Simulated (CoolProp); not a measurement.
Vapour-liquid equilibrium of chloromethane (R40) (1) + isobutene (2) at 103.65 °C; x and y are mole fractions of (1).

Model: multi-fluid Helmholtz-energy mixture model, Thol 2014 and Lemmon 2005; pair parameters Bell 2016, in CoolProp.

Problem. Give the bubble pressure and the first vapour's composition at x = 0.05, 0.55, 0.65. Is there an azeotrope?

Solution. x = 0.05: 2.052 MPa, y = 0.075; x = 0.55: 2.840 MPa, y = 0.625; x = 0.65: 2.982 MPa, y = 0.713. No azeotrope shows between x = 0.05 and 0.95.

Pair parameters are fitted to limited data, so mixtures are less certain than the pure fluids.
